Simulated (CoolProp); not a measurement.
Vapour-liquid equilibrium of R125 (1) + R245fa (2) at 210.7 K; x and y are mole fractions of (1).

Values from CoolProp's multi-fluid Helmholtz-energy mixture model, Lemmon 2005 and Akasaka 2015; pair parameters Bell 2016.

| x | bubble pressure, mixture model (kPa) | bubble pressure, Raoult's law (kPa) | y, mixture model | y, Raoult's law |
|---|---|---|---|---|
| 0.05 | 4.033 | 3.380 | 0.747 | 0.699 |
| 0.15 | 9.443 | 8.002 | 0.902 | 0.886 |
| 0.25 | 14.35 | 12.62 | 0.942 | 0.936 |
| 0.35 | 18.93 | 17.25 | 0.961 | 0.960 |
| 0.45 | 23.31 | 21.87 | 0.972 | 0.973 |
| 0.55 | 27.58 | 26.49 | 0.980 | 0.982 |
| 0.65 | 31.82 | 31.11 | 0.986 | 0.988 |
| 0.75 | 36.09 | 35.73 | ? | 0.993 |
| 0.85 | 40.45 | 40.35 | ? | 0.996 |
| 0.95 | 44.96 | 44.97 | ? | 0.999 |

Task: Complete the blanks.

Result: 
- 0.75, y, mixture model: 0.991
- 0.85, y, mixture model: 0.995
- 0.95, y, mixture model: 0.998

The largest gap from Raoult's law is +19.3 % in bubble pressure, at x = 0.05. No azeotrope shows between x = 0.05 and 0.95.

Pair parameters are fitted to limited data, so mixtures are less certain than the pure fluids.
